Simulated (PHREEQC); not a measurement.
Make-up at 58 °C: 0.0035 mol/kgw H2SO4. Closed to the air; pH follows from the charge balance.

Computed with PHREEQC (ion-association model, phreeqc.dat).

Each row changes one thing in this solution. This is a speciation only: nothing precipitates in the calculation.

```tsv
case	pH	ionic strength (mol/kgw)	SO4-2 (mol/kgw)	HSO4- (mol/kgw)
as made	2.30	0.00735	0.00193	0.00157
temperature from 58 to 75 °C	2.33	0.00665	0.00158	0.00192
0.0047 mol/kgw NaCl added	2.30	0.0121	0.00197	0.00150
temperature from 58 to 50 °C	2.29	0.00766	0.00208	0.00142
0.00069 mol/kgw HBr added	2.26	0.00788	0.00184	0.00166
0.00014 mol/kgw Na2SO4 added	2.31	0.00767	0.00202	0.00162
0.00099 mol/kgw TMAH added	2.38	0.00765	0.00208	0.00143
H2SO4 from 0.0035 to 0.00385 mol/kgw	2.27	0.00795	0.00205	0.00180
```

Constants without temperature data keep their 25 °C values here.
